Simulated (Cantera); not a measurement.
An isothermal, constant-pressure homogeneous reactor starts with H₂ : O₂ : N₂ = 0.017 : 1 : 1.5 (molar parts), equivalence ratio 0.0085, at 1150 K and 0.0140 bar.

Cantera simulation using the H2/O2 subset of GRI-Mech 3.0, which has no nitrogen chemistry; the numbers are that mechanism's predictions, not measurements. Radical loss at walls, strong at low pressure, is not modelled.

x: mole fraction; the columns are a selection and need not sum to one.

```csv
t (s),x H₂,x O₂,x H,x H₂O₂,x HO₂
2.00e-6,0.00675,0.397,1.91e-12,<1e-12,1.93e-12
1.26e-5,0.00675,0.397,1.16e-11,<1e-12,1.22e-11
7.95e-5,0.00675,0.397,5.80e-11,<1e-12,7.67e-11
0.000501,0.00675,0.397,1.98e-10,<1e-12,4.85e-10
0.00316,0.00675,0.397,4.64e-9,1.73e-12,3.18e-9
0.0199,0.000350,0.392,0.000763,(withheld),1.02e-6
0.126,2.93e-5,0.393,0.000236,(withheld),6.10e-7
0.793,4.66e-6,0.395,1.48e-5,(withheld),2.52e-7
5.00,2.14e-7,0.395,1.50e-7,(withheld),3.35e-8
```

### Question
Fill in the missing entries.

### Answer

- 0.0199, x H₂O₂: 3.69e-8
- 0.126, x H₂O₂: 1.26e-8
- 0.793, x H₂O₂: 9.27e-9
- 5.00, x H₂O₂: 2.05e-9
